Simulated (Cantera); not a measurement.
Feed: 1 mol SiH2Cl2, 1.3 mol O2, 0.19 mol H2, at 1548 K and 0.133 bar.

These are equilibrium values from Cantera (NASA tables, ideal gas, pure condensed phases), not measurements of a reactor. Candidate condensed phases: H2O, Si, SiO2; 30 gas species. The tables hold silica as quartz up to 1696 K and as liquid above; real silica turns to tridymite and cristobalite and melts near 1996 K. Gases not in the tables: Si(OH)4. Kinetics and transport are ignored.

Base state: HCl 0.779, H2O 0.107, O2 0.0715, Cl 0.0266, Cl2 0.0148, OH 0.000154, ClO 6.03e-5, HOCl 2.51e-5 (mole fractions); condensed: SiO2(β-quartz).

Task: What changes in the equilibrium state with this change: H2 from 0.19 to 34 mol?

Result: 
```
species                before    after
-------------------  --------  -------
H2                    3.88e-6    0.928
HCl                     0.779   0.0555
H2O                     0.107   0.0167
O2                     0.0715    <1e-9
Cl2                    0.0148    <1e-9
Cl                     0.0266  3.88e-6
ClO                   6.03e-5    <1e-9
HOCl                  2.51e-5    <1e-9
OH                   0.000154  4.88e-8
H                     1.66e-7  8.12e-5
SiO2(β-quartz), mol      1.00    1.000
```
